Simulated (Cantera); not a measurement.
A closed system holds: 1 mol MgO, 0.58 mol O2, 0.064 mol H2O, 4.8 mol H2S, at 1573 K and 1.00 bar.

Equilibrium computed with Cantera from the NASA thermochemical tables; the gas is ideal and each condensed phase is pure. Candidate condensed phases: H2O, H2SO4, Mg, MgO, Mg(OH)2, MgS, MgSO4, S; 26 gas species. Equilibrium is a limit: real reactors are often held back by kinetics, nucleation or transport.

Base state: H2S 0.319, H2 0.262, S2 0.220, H2O 0.193, SH 0.00512, SO2 0.000912, S2O 0.000478, SO 0.000279 (mole fractions); condensed: MgO(s).

Task: What changes in the equilibrium state with this change: temperature from 1573 K to 973.15 K?

Result: 
```csv
species,before,after
H2S,0.319,0.656
H2O,0.193,0.222
S2,0.220,0.110
H2,0.262,0.0108
S,4.28e-5,1.12e-9
H,2.08e-5,<1e-9
SO,0.000279,7.19e-7
SH,0.00512,2.21e-5
"MgO(s), mol",1.000,1.00
```
Gases not in the tables: S3 to S7.

Task: What changes in the equilibrium state with this change: pressure from 1.00 bar to 29.0 mbar?

Result: 
| species | before | after |
|---|---|---|
| H2 | 0.262 | 0.426 |
| S2 | 0.220 | 0.290 |
| H2O | 0.193 | 0.172 |
| H2S | 0.319 | 0.101 |
| H | 2.08e-5 | 0.000156 |
| S | 4.28e-5 | 0.000289 |
| SO | 0.000279 | 0.00103 |
| SO2 | 0.000912 | 0.00185 |
| SH | 0.00512 | 0.00750 |
| MgO(s), mol | 1.000 | 1.000 |
